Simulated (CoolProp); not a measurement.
Vapour-liquid equilibrium of R113 (1) + benzene (2) at 0.372 bar; x and y are mole fractions of (1).

The numbers come from the multi-fluid Helmholtz-energy mixture model, Marx 1992 and Thol 2012; pair parameters Bell 2016 in CoolProp.

```csv
x,bubble temperature (°C),y at the bubble point,dew temperature at overall composition x (°C),liquid density (mol/L)
0.05,45.2,0.229,49.6,10.72
0.125,39.4,0.428,47.8,10.54
0.2,35.6,0.544,45.9,10.34
0.275,32.8,0.622,43.9,10.13
0.35,30.7,0.679,41.8,9.928
0.425,29.0,0.725,39.5,9.728
0.5,27.5,0.764,37.1,9.533
0.575,26.2,0.800,34.5,9.345
0.65,25.0,0.835,31.8,9.163
0.725,23.9,0.869,29.0,8.988
0.8,22.9,0.903,26.2,8.820
0.875,21.9,0.938,23.8,8.658
0.95,21.0,0.975,21.6,8.502
```

No azeotrope shows between x = 0.05 and 0.95.

Pair parameters are fitted to limited data, so mixtures are less certain than the pure fluids.
